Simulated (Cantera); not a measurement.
# AlBr3 + O2 + H2 (aluminium nitride and oxide growth)

Input: 1 mol AlBr3, 2.2 mol O2, 81 mol H2, held at 1.00 bar.

These are equilibrium values from Cantera (NASA tables, ideal gas, pure condensed phases), not measurements of a reactor. Candidate condensed phases: Al, AlBr3, Al2O3, Br2, H2O; 25 gas species. Gases not in the tables: Al(OH)3. The numbers say what is thermodynamically allowed, not how fast it happens.

| T (K) | log p H2 | log p HBr | log p H2O | log p H | log p Br | log p AlBr | log p OH | log p AlOH | n Al2O3(s) |
|---|---|---|---|---|---|---|---|---|---|
| 1125 | -0.03 | -1.44 | -1.45 | -7.37 | -5.95 | <-12 | -11.07 | <-12 | 0.500 |
| 1225 | -0.03 | -1.44 | -1.45 | -6.52 | -5.38 | <-12 | -9.99 | <-12 | 0.500 |
| 1325 | -0.03 | -1.44 | -1.45 | -5.80 | -4.88 | <-12 | -9.06 | <-12 | 0.500 |
| 1425 | -0.03 | -1.44 | -1.45 | -5.18 | -4.46 | -10.70 | -8.26 | -11.87 | 0.500 |
| 1525 | -0.03 | -1.44 | -1.45 | -4.64 | -4.09 | -9.50 | -7.57 | -10.64 | 0.500 |
| 1625 | -0.03 | -1.44 | -1.45 | -4.17 | -3.76 | -8.45 | -6.97 | -9.57 | 0.500 |
| 1725 | -0.03 | -1.44 | -1.45 | -3.75 | -3.48 | -7.53 | -6.43 | -8.63 | 0.500 |
| 1825 | -0.03 | -1.45 | -1.45 | -3.37 | -3.22 | -6.71 | -5.95 | -7.79 | 0.500 |
| 1925 | -0.03 | -1.45 | -1.45 | -3.04 | -3.00 | -5.99 | -5.52 | -7.04 | 0.500 |
| 2025 | -0.03 | -1.46 | -1.45 | -2.73 | -2.80 | -5.34 | -5.13 | -6.37 | 0.500 |
| 2125 | -0.03 | -1.47 | -1.46 | -2.46 | -2.62 | -4.77 | -4.78 | -5.77 | 0.499 |
log p: log10 of the partial pressure in bar; n: condensed amount in mol.

From 1125 K to 2125 K the condensed part is Al2O3(s).
